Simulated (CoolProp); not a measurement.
A single-stage vapour-compression cycle with R22: evaporating at 290.15 K (dew point), condensing at 320.15 K (bubble point), superheat 10 K, subcooling 2 K, compressor efficiency 0.9, no pressure losses. Each further row changes one setting.

Computed with CoolProp (reference Helmholtz-energy equation of state, Kamei 1995).

```csv
case,cooling COP,pressure ratio,discharge temperature (K),refrigerating effect (kJ/kg),volumetric capacity (kJ/m³)
as stated,7.29,2.17,344.8,163,5420
evaporating temperature 295.15 K,9.06,1.88,342.1,164,6300
condensing temperature 315.15 K,9.01,1.93,337.6,169,5650
subcooling 7 K,7.59,2.17,344.8,169,5650
superheat 20 K,7.25,2.17,355.0,170,5400
compressor efficiency 0.8,6.48,2.17,347.9,163,5420
```
